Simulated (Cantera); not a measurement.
A freely propagating, adiabatic, planar premixed flame of CH4 : O2 : N2 = 1 : 2.74 : 10.3 (molar parts), equivalence ratio 0.73, unburnt at 675 K and 2.00 bar; mixture-averaged transport, grid criteria slope 0.08 and curve 0.16, no radiation.

Computed with Cantera and GRI-Mech 3.0 (53 species, 325 reactions). Burning velocities carry a grid error of a few per cent, more on coarse grids.

Question: What does this change do: CH4 1 to 0.76 parts?

Answer: 
```
quantity                     before      after
------------------------  ---------  ---------
laminar burning velocity  98.4 cm/s  55.1 cm/s
thermal thickness          0.214 mm   0.311 mm
peak x(HCN)                 6.30e-7    7.64e-8
peak x(O)                   0.00390    0.00205
peak x(H2O2)                2.89e-5    3.89e-5
```

Question: What does this change do: 0.47 parts H2 added?

Answer: 
```
quantity                     before     after
------------------------  ---------  --------
laminar burning velocity  98.4 cm/s  147 cm/s
thermal thickness          0.214 mm  0.174 mm
peak x(HCN)                 6.30e-7   1.22e-6
peak x(O)                   0.00390   0.00514
peak x(H2O2)                2.89e-5   2.84e-5
```
